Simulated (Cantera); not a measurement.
Feed: 1 mol HI, a varied amount of O2, 0.035 mol H2, equilibrated at 1398.15 K and 1 atm.

Cantera equilibrium calculation (NASA polynomials, part measured and part estimated; ideal gas, pure solids and liquids). Candidate condensed phases: H2O, I2; 12 gas species. Equilibrium is a limit: real reactors are often held back by kinetics, nucleation or transport.

Question: At 3.3 mol O2, list the 6 most abundant gas species with their mole fractions, and the condensed phases.

Answer: O2 0.689, I 0.151, H2O 0.121, I2 0.0379, HI 0.000209, OH 4.47e-5. Condensed: gas only.
